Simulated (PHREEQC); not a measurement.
Dissolve 0.27 mol/kgw ZnSO4 and 1.7 mol/kgw NaOH at 25 °C. Closed to the air; pH follows from the charge balance.

Model: ion-association model, wateq4f.dat, run in PHREEQC.

The ionic strength comes out as 1.91 mol/kgw. What activity coefficients do Na+, SO4-2, Zn(OH)3-, Zn(OH)4-2, NaSO4- get?

Na+ 0.78, SO4-2 0.12, Zn(OH)3- 0.99, Zn(OH)4-2 0.97, NaSO4- 0.63.

Precipitation was switched off in this run. Examples of supersaturated solids here: Zn(OH)2-e, Zn(OH)2-a. Others may be too. The ionic strength is past about 0.7 mol/kgw, beyond the range of this activity model, so the values are rough. Species that the database lacks are ignored.
